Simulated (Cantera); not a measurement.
Input (Python, Cantera):

```python
import numpy as np
import cantera as ct

gas = ct.Solution("gri30.yaml")
gas.TPX = 400, 700000, {'CH4': 1, 'H2': 0.41, 'O2': 5.01, 'N2': 18.8}
inlet = ct.Reservoir(gas, clone=True)
gas.equilibrate("HP")  # start burning
reactor = ct.IdealGasConstPressureReactor(gas, energy="on", clone=False)
exhaust = ct.Reservoir(gas, clone=True)
tau = [0.33, 0.13, 0.049, 0.019, 0.0072, 0.0028, 0.0011, 0.00041, 0.00016, 6.1e-05, 2.3e-05, 9e-06, 3.5e-06][0]
for a, b in ((inlet, reactor), (reactor, exhaust)):
    ct.MassFlowController(a, b, mdot=lambda t: reactor.mass / tau)
net = ct.ReactorNet([reactor])
show = ['CH4', 'H2', 'O2', 'CO', 'CH2CO', 'H']

rows = []
print(f"{'tau/s':>10s}{'T/K':>9s}" + "".join(f"{s:>11s}" for s in show))
for tau in [0.33, 0.13, 0.049, 0.019, 0.0072, 0.0028, 0.0011, 0.00041, 0.00016, 6.1e-05, 2.3e-05, 9e-06, 3.5e-06]:
    net.initial_time = 0.0
    net.advance(30 * tau)
    before = gas.X
    net.advance(40 * tau)
    drift = np.max(np.abs(gas.X - before) / (gas.X + 1e-9))
    rows.append([gas.T, *gas[show].X, drift])
    print(f"{tau:10.3e}{gas.T:9.1f}" + "".join(f"{x:11.3e}" for x in gas[show].X))
```

Output:

```
     tau/s      T/K        CH4         H2         O2         CO      CH2CO          H
 3.300e-01   1459.8  1.358e-05  7.679e-06  1.122e-01  1.078e-04  2.201e-08  5.695e-08
 1.300e-01   1458.3  2.953e-05  1.723e-05  1.123e-01  2.426e-04  8.984e-08  1.379e-07
 4.900e-02   1454.4  6.847e-05  4.208e-05  1.125e-01  5.853e-04  3.703e-07  3.532e-07
 1.900e-02   1444.9  1.629e-04  1.073e-04  1.132e-01  1.442e-03  1.349e-06  8.758e-07
 7.200e-03   1414.7  4.783e-04  3.388e-04  1.152e-01  4.104e-03  5.237e-06  2.101e-06
 2.800e-03    400.0  3.965e-02  1.626e-02  1.987e-01  5.054e-17  1.239e-19  1.265e-31
 1.100e-03    400.0  3.965e-02  1.626e-02  1.987e-01  8.548e-20  2.096e-22  1.244e-31
 4.100e-04    400.0  3.965e-02  1.626e-02  1.987e-01  5.400e-21  1.324e-23  1.237e-31
 1.600e-04    400.0  3.965e-02  1.626e-02  1.987e-01  3.411e-22  8.362e-25  1.233e-31
 6.100e-05    400.0  3.965e-02  1.626e-02  1.987e-01  2.155e-23  5.282e-26  1.232e-31
 2.300e-05    400.0  3.965e-02  1.626e-02  1.987e-01  1.361e-24  3.336e-27  1.231e-31
 9.000e-06    400.0  3.965e-02  1.626e-02  1.987e-01  8.597e-26  2.107e-28  1.230e-31
 3.500e-06    400.0  3.965e-02  1.626e-02  1.987e-01  5.430e-27  1.331e-29  1.229e-31
```

Cantera simulation using GRI-Mech 3.0 (53 species, 325 reactions); the numbers are that mechanism's predictions, not measurements.
